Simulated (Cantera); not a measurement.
Gas mixture: N2O : NO = 0.11 : 0.8 (molar parts), at 12.8 Torr, frozen composition.

Cantera's kinetic-theory transport with the Lennard-Jones parameters of GRI-Mech 3.0, ideal gas; thermal conductivity in the mixture-averaged form.

D: mixture-averaged diffusion coefficient of that species in the mixture.

| T (K) | ρ (kg/m³) | cp (J/kg/K) | μ (µPa s) | λ (mW/m/K) | Pr | D (cm²/s) H | D (cm²/s) CH3 | D (cm²/s) N2 |
|---|---|---|---|---|---|---|---|---|
| 400 | 0.0162 | 993.8 | 22.6 | 31.5 | 0.712 | 118 | [?] | 19.5 |
| 500 | 0.0130 | 1021 | 26.5 | 38.1 | 0.711 | 174 | [?] | 28.7 |
| 600 | 0.0108 | 1051 | 30.1 | 44.6 | 0.711 | 238 | [?] | 39.1 |
| 700 | 0.00926 | 1081 | 33.5 | 50.9 | 0.713 | 310 | [?] | 50.7 |
| 800 | 0.00810 | 1109 | 36.7 | 57.0 | 0.714 | 388 | [?] | 63.5 |
| 900 | 0.00720 | 1133 | 39.7 | 62.9 | 0.715 | 474 | [?] | 77.4 |

Task: Fill in the missing entries.

Result: 
- 400, D (cm²/s) CH3: 21.4
- 500, D (cm²/s) CH3: 31.6
- 600, D (cm²/s) CH3: 43.2
- 700, D (cm²/s) CH3: 56.2
- 800, D (cm²/s) CH3: 70.5
- 900, D (cm²/s) CH3: 86.0
